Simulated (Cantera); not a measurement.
What does this Cantera script print?

```python
import numpy as np
import cantera as ct

gas_names = """
    F F2 H HF H2 H2F2 H3F3 H4F4 H5F5 H6F6 H7F7 Si SiF SiF2 SiF3 SiF4 SiH SiHF3 SiH2 SiH2F2 SiH3 SiH3F
    SiH4 Si2 Si3
""".split()
cond_names = """
    Si(cr) Si(L)
""".split()


# ... load() reads the species with a 1 bar reference pressure and builds the phases ...
atoms = {
    'SiF4': {'Si': 1, 'F': 4},
    'H2': {'H': 2},
}
top_T = {}  # K; cautious upper limits of use, not melting points


# ... equilibrate(T, P, feed) seeds the gas with the atoms and calls Mixture.equilibrate('TP', solver="vcs", rtol=1e-11, max_steps=5000) ...
results = []
T = 1125  # K
P = 230  # Pa
for m in [17, 34, 67, 130, 260, 510, 1000]:
    feed = {'SiF4': 1, 'H2': m}  # mol
    mix = equilibrate(T, P, feed)
    results.append((T, P, feed, dict(zip(mix.species_names, mix.species_moles))))

top = {s: max(r[3][s] / sum(r[3][g] for g in gas_names) for r in results) for s in gas_names}
cols = sorted((s for s in top if top[s] > 0.0001), key=lambda s: -top[s])[:8]
seen = [c for c in cond_names if any(r[3].get(c, 0) > 1e-12 for r in results)]
print("log10 of partial pressures in bar; condensed amounts in mol")
print(f"{'n(H2)':>10s}" + "".join(f"{s[:9]:>10s}" for s in cols + seen))
for T, P, feed, n in results:
    ng = sum(n[g] for g in gas_names)
    print(f"{feed['H2']:10.4g}" + "".join(f"{np.log10(max(n[s] / ng * P / 1e5, 1e-99)):10.3f}" for s in cols)
          + "".join(f"{n.get(c, 0):10.4g}" for c in seen))
```

It prints:

```
log10 of partial pressures in bar; condensed amounts in mol
     n(H2)        H2      SiF4        HF     SiHF3      SiF3
        17    -2.664    -3.902    -5.611    -5.831    -6.027
        34    -2.651    -4.194    -5.750    -5.971    -6.173
        67    -2.645    -4.487    -5.893    -6.116    -6.321
       130    -2.642    -4.779    -6.035    -6.262    -6.469
       260    -2.640    -5.087    -6.185    -6.419    -6.627
       510    -2.639    -5.392    -6.332    -6.576    -6.784
      1000    -2.639    -5.702    -6.480    -6.738    -6.946
```

Cantera equilibrium calculation (NASA polynomials, part measured and part estimated; ideal gas, pure solids and liquids). The tables' values for SiF3 are old estimates; treat these amounts as uncertain.
